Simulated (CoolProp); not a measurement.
Properties of chloromethane (R40) along the isotherm 92.15 °C.

The numbers come from the reference Helmholtz-energy equation of state, Thol 2014 in CoolProp.

```csv
p (MPa),phase,Z,cp (kJ/(kg K)),cv (kJ/(kg K)),speed of sound (m/s),expansivity (1/kK)
0.315,gas,0.9731,0.9429,0.7559,266.5,2.998
0.63,gas,0.9452,0.9880,0.7744,261.5,3.302
0.945,gas,0.9160,1.040,0.7946,256.3,3.661
1.26,gas,0.8853,1.102,0.8167,250.8,4.092
1.57,gas,0.8534,1.175,0.8409,245.0,4.614
1.89,gas,0.8182,1.269,0.8690,238.5,5.297
2.2,gas,0.7815,1.385,0.9001,231.7,6.169
2.52,gas,0.7399,1.548,0.9375,223.8,7.424
3.15,liquid,0.06969,2.010,0.9843,531.2,4.508
3.46,liquid,0.07633,1.993,0.9823,537.8,4.406
```
